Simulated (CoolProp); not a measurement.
Aqueous propylene glycol as a coolant, 23 % by mass, freezing at -8.7 °C, 1 atm.

Values from CoolProp's Melinder's fits for secondary coolants.

| T (°C) | density (kg/m³) | conductivity (W/(m K)) | viscosity (mPa s) | Prandtl number |
|---|---|---|---|---|
| -0.9 | 1024 | 0.457 | (withheld) | 44.3 |
| 7 | (withheld) | 0.465 | 3.68 | (withheld) |
| 14.9 | 1019 | 0.473 | (withheld) | 22.6 |
| 22.8 | (withheld) | 0.480 | (withheld) | 17.0 |
| 30.7 | (withheld) | 0.488 | 1.63 | 13.3 |

Task: Complete the blanks.

Result: 
- -0.9, viscosity (mPa s): 5.20
- 7, density (kg/m³): 1022
- 7, Prandtl number: 31.0
- 14.9, viscosity (mPa s): 2.71
- 22.8, density (kg/m³): 1016
- 22.8, viscosity (mPa s): 2.07
- 30.7, density (kg/m³): 1013
